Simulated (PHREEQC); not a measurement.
Dissolve 0.015 mol/kgw HF and 0.016 mol/kgw KF at 27 °C. Closed to the air; pH follows from the charge balance.

The numbers come from PHREEQC with the ion-association model, phreeqc.dat.

| quantity | before | after |
|---|---|---|
| pH | 3.20 | 7.63 |
| ionic strength (mol/kgw) | 0.0167 | 0.0160 |
| F- (mol/kgw) | 0.0159 | 0.0160 |
| HF (mol/kgw) | 0.0135 | 5.12e-7 |
| HF2- (mol/kgw) | 0.000833 | 3.19e-8 |

Q: Which change was made?
(A) HF from 0.015 to 0.0135 mol/kgw
(B) KF replaced by KNO3 at the same molality
(C) HF from 0.015 to 0.03 mol/kgw
(D) diluted 10-fold with water
(E) HF left out

A: E, HF left out

Precipitation was switched off in this run.
